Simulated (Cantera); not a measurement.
## Catalytic stagnation flow on Pt

A jet of H2 : O2 : N2 = 0.014 : 0.1 : 0.79 (molar parts) at 300 K and 17.3 Torr hits a platinum plate 4 cm away at a mass flux of 0.09 kg/m²/s; the plate temperature is set and raised in steps from an oxygen-covered start.

Model: Deutschmann's 1995 Pt surface mechanism with GRI-Mech 3.0 gas chemistry, integrated in Cantera. Catalytic surfaces can have several steady states; this one follows from the mechanism file's or the stated starting coverage.

```
plate T (K)  wall x H2  wall x O2  wall x H2O  wall x OH  θ free Pt   θ O*     θ OH*
-----------  ---------  ---------  ----------  ---------  ---------  -----  --------
700            0.00433     0.0987      0.0215      <1e-8     0.0893  0.909   0.00129
750            0.00374     0.0981      0.0225      <1e-8      0.113  0.886   0.00106
800            0.00297     0.0973      0.0238      <1e-8      0.157  0.842  0.000934
850            0.00234     0.0967      0.0249    1.72e-8      0.216  0.783  0.000835
900            0.00190     0.0963      0.0256    5.43e-8      0.284  0.715  0.000739
```
x: mole fraction at the wall; θ: surface coverage.
